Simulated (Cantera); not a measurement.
**PbO + H₂ + N₂ (hydrogen reduction and annealing atmospheres)**

Charge: 1 mol PbO, 89 mol H₂, 48 mol N₂, equilibrated at 675 K and 2.48 Torr.

Equilibrium computed with Cantera from the NASA thermochemical tables; the gas is ideal and each condensed phase is pure. Candidate condensed phases: H₂O, Pb, PbO, PbO₂, Pb₃O₄; 27 gas species. Rates play no part.

| Item | Value |
|---|---|
| x(H₂) | 0.642 |
| x(N₂) | 0.350 |
| x(H₂O) | 0.00730 |
| x(NH₃) | 1.32e-5 |
| n(Pb(l)) | 1.000 mol |
| gas amount | 137.0 mol |
| log10 activity of PbO₂(s) (absent) | -25.44 |
| log10 activity of Pb₃O₄(s) (absent) | -37.48 |
